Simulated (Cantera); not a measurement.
A perfectly stirred reactor is fed with H₂ : O₂ = 0.24 : 1 (molar parts), equivalence ratio 0.12, at 0.0263 atm; it is held at 1225 K, and followed from long to short residence time.

Detailed kinetics in Cantera: GRI-Mech 3.0 (53 species, 325 reactions). Radical loss at walls, strong at low pressure, is not modelled. The temperature is held fixed by assumption; the heat of reaction is taken as removed at once.

Question: What does this change do: pressure from 0.0263 atm to 0.0132 atm?

Answer: 
```csv
quantity,before,after
x(H₂) at τ = 1.40 s,0.000290,0.000528
x(O₂) at τ = 1.40 s,0.784,0.782
x(H₂O₂) at τ = 1.40 s,3.21e-7,2.39e-7
x(OH) at τ = 1.40 s,0.00140,0.00224
x(H₂O) at τ = 1.40 s,0.213,0.212
x(H₂) at τ = 75.0 ms,0.00181,0.00321
x(O₂) at τ = 75.0 ms,0.777,0.766
x(H₂O₂) at τ = 75.0 ms,6.51e-7,3.81e-7
x(OH) at τ = 75.0 ms,0.00373,0.00572
x(H₂O) at τ = 75.0 ms,0.208,0.201
```
